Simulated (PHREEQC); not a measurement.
Dissolve 0.085 mol/kgw NH3 and 4.8e-05 mol/kgw H4SiO4 at 25 °C. Closed to the air; pH follows from the charge balance.

Equilibrium calculation in PHREEQC: ion-association model, phreeqc.dat.

Precipitation was switched off in this run.

**Question.** What pH, ionic strength does the model give?

**Answer.** pH 11.07; ionic strength 0.00129 mol/kgw.

**Question.** In which forms is Si present?

**Answer.** H3SiO4- 94 %, H4SiO4 5.2 %, H2SiO4-2 0.9 % of the Si.

Species that the database lacks are ignored.
